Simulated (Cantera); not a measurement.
Cantera run:

```python
import numpy as np
import cantera as ct

gas_names = """
    CL2 PbCL2 Fe2CL6 TiCL3
""".split()
cond_names = """
    Pb(cr) Pb(L) Fe(a) Fe(c) Fe(d) Fe(L) Ti(a) Ti(b) Ti(L)
""".split()


def load(file, names, dense=False):
    # The tables refer to 1 bar. Condensed volumes are neglected.
    table = {s.name: s for s in ct.Species.list_from_file(file)}
    out = []
    for n in names:
        d = dict(table[n].input_data)
        d["thermo"] = dict(d["thermo"], **{"reference-pressure": 1e5})
        if dense:
            d["equation-of-state"] = {"model": "constant-volume", "density": "1e6 g/cm^3"}
        out.append(ct.Species.from_dict(d))
    return out


species = {s.name: s for s in load("nasa_gas.yaml", gas_names) + load("nasa_condensed.yaml", cond_names)}
# Each term lists the table entries of one substance; the one whose range holds T is used.
reactions = {
    'Pb + Cl2(g) = PbCl2(g)':
        [(-1, ['Pb(cr)', 'Pb(L)']), (-1, ['CL2']), (1, ['PbCL2'])],
    '0.6667 Fe + Cl2(g) = 0.3333 Fe2Cl6(g)':
        [(-0.6666666666666666, ['Fe(a)', 'Fe(c)', 'Fe(d)', 'Fe(L)']), (-1, ['CL2']), (0.3333333333333333, ['Fe2CL6'])],
    '0.6667 Ti + Cl2(g) = 0.6667 TiCl3(g)':
        [(-0.6666666666666666, ['Ti(a)', 'Ti(b)', 'Ti(L)']), (-1, ['CL2']), (0.6666666666666666, ['TiCL3'])],
}


def pick(names, T):
    return next(species[n] for n in names if species[n].thermo.min_temp <= T <= species[n].thermo.max_temp)


results = []
for label, terms in reactions.items():
    print(label)
    print("     T/K   dH/kJ  dS/(J/K)   dG/kJ   log10 K")
    for T in [300, 550, 650, 750, 850, 950, 1050, 1150, 1250, 1350]:
        used = [(nu, pick(names, T)) for nu, names in terms]
        dH = sum(nu * s.thermo.h(T) for nu, s in used) / 1e6
        dS = sum(nu * s.thermo.s(T) for nu, s in used) / 1e3
        dG = dH - T * dS / 1e3
        logK = -dG * 1e6 / (ct.gas_constant * T * np.log(10))
        results.append((label, T, dH, dS, dG, logK, [s.name for _, s in used]))
        print(f"{T:8g} {dH:8.1f} {dS:8.1f} {dG:8.1f} {logK:8.2f}")
```

Result:

```
Pb + Cl2(g) = PbCl2(g)
     T/K   dH/kJ  dS/(J/K)   dG/kJ   log10 K
     300   -174.1     29.3   -182.9    31.84
     550   -175.8     25.2   -189.7    18.01
     650   -181.5     15.6   -191.7    15.40
     750   -182.5     14.3   -193.2    13.45
     850   -183.4     13.1   -194.6    11.96
     950   -184.3     12.1   -195.8    10.77
    1050   -185.2     11.2   -197.0     9.80
    1150   -186.1     10.4   -198.1     9.00
    1250   -186.9      9.7   -199.1     8.32
    1350   -187.7      9.1   -200.0     7.74
0.6667 Fe + Cl2(g) = 0.3333 Fe2Cl6(g)
     T/K   dH/kJ  dS/(J/K)   dG/kJ   log10 K
     300   -218.1    -62.3   -199.4    34.72
     550   -216.9    -59.1   -184.4    17.51
     650   -216.6    -58.7   -178.5    14.34
     750   -216.6    -58.6   -172.6    12.02
     850   -216.7    -58.8   -166.7    10.25
     950   -217.2    -59.3   -160.8     8.84
    1050   -218.8    -60.9   -154.8     7.70
    1150   -219.8    -61.8   -148.7     6.75
    1250   -220.4    -62.4   -142.5     5.95
    1350   -220.4    -62.4   -136.2     5.27
0.6667 Ti + Cl2(g) = 0.6667 TiCl3(g)
     T/K   dH/kJ  dS/(J/K)   dG/kJ   log10 K
     300   -359.6    -32.3   -349.9    60.91
     550   -359.7    -32.8   -341.7    32.45
     650   -359.7    -32.7   -338.4    27.19
     750   -359.7    -32.8   -335.1    23.34
     850   -359.8    -32.9   -331.9    20.39
     950   -359.9    -33.0   -328.6    18.07
    1050   -360.2    -33.3   -325.2    16.18
    1150   -360.9    -33.9   -321.9    14.62
    1250   -363.4    -36.1   -318.3    13.30
    1350   -363.5    -36.1   -314.7    12.18
```

Standard-state values (1 bar) from the NASA 1993 polynomials, evaluated with Cantera. Condensed species are held in their standard states even where they would react or evaporate.
